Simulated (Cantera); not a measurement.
Input (Python, Cantera):

```python
import numpy as np
import cantera as ct

gas = ct.Solution("gri30.yaml")


def delay(T, t_max=10):
    gas.TPX = T, 500000, {'CO': 1, 'H2': 1.1, 'O2': 0.875, 'N2': 3.29, 'H2O': 0.35}
    reactor = ct.IdealGasConstPressureReactor(gas, clone=False)
    net = ct.ReactorNet([reactor])
    net.rtol, net.atol = 1e-8, 1e-16
    while net.time < t_max:
        t_old, T_old = net.time, reactor.T
        net.step()
        if reactor.T > T + 400:  # ignition: a rise of 400 K
            return t_old + (T + 400 - T_old) / (reactor.T - T_old) * (net.time - t_old)
    return np.nan


taus = []
for T in [875, 925, 975, 1025, 1075, 1125]:
    taus.append(delay(T))
    print(f"T0 = {T:6g} K   tau = {taus[-1]:.4e} s")
```

Output:

```
T0 =    875 K   tau = 1.8615e-01 s
T0 =    925 K   tau = 4.4163e-02 s
T0 =    975 K   tau = 1.1604e-02 s
T0 =   1025 K   tau = 3.2285e-03 s
T0 =   1075 K   tau = 8.9640e-04 s
T0 =   1125 K   tau = 2.2898e-04 s
```

Detailed kinetics in Cantera: GRI-Mech 3.0 (53 species, 325 reactions). The hydrogen kinetics of GRI-Mech 3.0 are dated; newer H2 mechanisms differ, most at raised pressure. Below about 950 K walls govern HO2 and H2O2 in real vessels.
